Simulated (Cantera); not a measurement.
# Pyrogenic steam for wet oxidation

An isothermal, constant-pressure homogeneous reactor starts with 51.9 % H2, 18.5 % O2, 29.6 % N2, equivalence ratio 1.4, at 848 K and 0.168 atm.

Model: GRI-Mech 3.0 (53 species, 325 reactions), integrated in Cantera. Below about 950 K walls govern HO2 and H2O2 in real vessels. The temperature is held fixed by assumption; the heat of reaction is taken as removed at once.

```tsv
t (s)	x H2	x O2	x HO2	x H2O	x H2O2
0.000400	0.519	0.185	1.04e-10	9.09e-11	<1e-12
0.000954	0.519	0.185	8.00e-10	9.60e-10	1.68e-12
0.00228	0.519	0.185	2.81e-8	3.77e-8	8.32e-11
0.00543	0.518	0.185	3.69e-5	0.000611	1.07e-6
0.0129	0.303	0.0664	3.58e-5	0.291	1.29e-5
0.0309	0.303	0.0664	1.23e-5	0.291	2.66e-5
0.0737	0.303	0.0664	6.68e-6	0.291	3.21e-5
0.176	0.303	0.0664	6.19e-6	0.291	3.77e-5
0.419	0.303	0.0664	7.13e-6	0.291	5.15e-5
1.00	0.302	0.0662	9.38e-6	0.292	9.35e-5
```
x: mole fraction; the columns are a selection and need not sum to one.

Equilibrium at this temperature and pressure: H2 0.182, O2 <1e-12, HO2 <1e-12, H2O 0.455, H2O2 <1e-12 (gas phase only).
